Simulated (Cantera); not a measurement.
Cantera run, input and output.

```python
import numpy as np
import cantera as ct

gas = ct.Solution("gri30.yaml")
gas.TPX = 448, 190000, {'CH4': 1, 'H2': 0.043, 'O2': 3.11, 'N2': 14.3}
inlet = ct.Reservoir(gas, clone=True)
gas.equilibrate("HP")  # start burning
reactor = ct.IdealGasConstPressureReactor(gas, energy="on", clone=False)
exhaust = ct.Reservoir(gas, clone=True)
tau = [0.068, 0.037, 0.02, 0.011, 0.0061, 0.0034, 0.0018, 0.001, 0.00056, 0.0003, 0.00017, 9.2e-05, 5e-05][0]
for a, b in ((inlet, reactor), (reactor, exhaust)):
    ct.MassFlowController(a, b, mdot=lambda t: reactor.mass / tau)
net = ct.ReactorNet([reactor])
show = ['CH4', 'H2', 'O2', 'OH', 'CH2CO']

rows = []
print(f"{'tau/s':>10s}{'T/K':>9s}" + "".join(f"{s:>11s}" for s in show))
for tau in [0.068, 0.037, 0.02, 0.011, 0.0061, 0.0034, 0.0018, 0.001, 0.00056, 0.0003, 0.00017, 9.2e-05, 5e-05]:
    net.initial_time = 0.0
    net.advance(30 * tau)
    before = gas.X
    net.advance(40 * tau)
    drift = np.max(np.abs(gas.X - before) / (gas.X + 1e-9))
    rows.append([gas.T, *gas[show].X, drift])
    print(f"{tau:10.3e}{gas.T:9.1f}" + "".join(f"{x:11.3e}" for x in gas[show].X))
```

Output:

```
     tau/s      T/K        CH4         H2         O2         OH      CH2CO
 6.800e-02   1696.7  1.488e-05  7.174e-05  5.905e-02  6.757e-04  3.295e-09
 3.700e-02   1694.3  2.206e-05  1.059e-04  5.910e-02  8.082e-04  6.019e-09
 2.000e-02   1690.9  3.281e-05  1.574e-04  5.919e-02  9.676e-04  1.077e-08
 1.100e-02   1686.2  4.835e-05  2.312e-04  5.934e-02  1.148e-03  1.857e-08
 6.100e-03   1679.5  7.123e-05  3.366e-04  5.958e-02  1.349e-03  3.135e-08
 3.400e-03   1670.0  1.055e-04  4.852e-04  5.997e-02  1.564e-03  5.249e-08
 1.800e-03   1655.0  1.651e-04  7.150e-04  6.065e-02  1.798e-03  9.343e-08
 1.000e-03   1634.6  2.583e-04  1.012e-03  6.169e-02  1.982e-03  1.668e-07
 5.600e-04   1604.7  4.287e-04  1.416e-03  6.343e-02  2.066e-03  3.292e-07
 3.000e-04   1547.0  9.215e-04  2.122e-03  6.747e-02  1.812e-03  1.023e-06
 1.700e-04    448.0  5.419e-02  2.330e-03  1.685e-01  1.245e-27  2.802e-19
 9.200e-05    448.0  5.419e-02  2.330e-03  1.685e-01  8.301e-31  2.001e-22
 5.000e-05    448.0  5.419e-02  2.330e-03  1.685e-01  7.747e-32  1.264e-23
```

Detailed kinetics in Cantera: GRI-Mech 3.0 (53 species, 325 reactions).
